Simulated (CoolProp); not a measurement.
Vapour-liquid equilibrium of ethane (1) + propane (2) at 0.0342 MPa; x and y are mole fractions of (1).

Values from CoolProp's multi-fluid Helmholtz-energy mixture model, Bücker 2006 and Lemmon 2009; pair parameters Kunz 2012.

| x | bubble temperature, mixture model (°C) | bubble temperature, Raoult's law (°C) | y, mixture model | y, Raoult's law |
|---|---|---|---|---|
| 0.05 | -70.4 | -70.8 | 0.335 | 0.353 |
| 0.15 | -79.5 | -80.3 | 0.660 | 0.681 |
| 0.25 | -85.8 | -86.7 | 0.804 | 0.820 |
| 0.35 | -90.5 | -91.4 | 0.879 | 0.890 |
| 0.45 | -94.2 | -95.0 | 0.923 | 0.930 |
| 0.55 | -97.3 | -97.9 | 0.951 | 0.955 |
| 0.65 | -99.9 | -100.4 | 0.970 | 0.971 |
| 0.75 | -102.2 | -102.4 | 0.983 | 0.983 |
| 0.85 | -104.1 | -104.2 | 0.992 | 0.991 |
| 0.95 | -105.8 | -105.8 | 0.998 | 0.997 |

The largest gap from Raoult's law is +0.9 K in bubble temperature, at x = 0.35. No azeotrope shows between x = 0.05 and 0.95.

Pair parameters are fitted to limited data, so mixtures are less certain than the pure fluids.
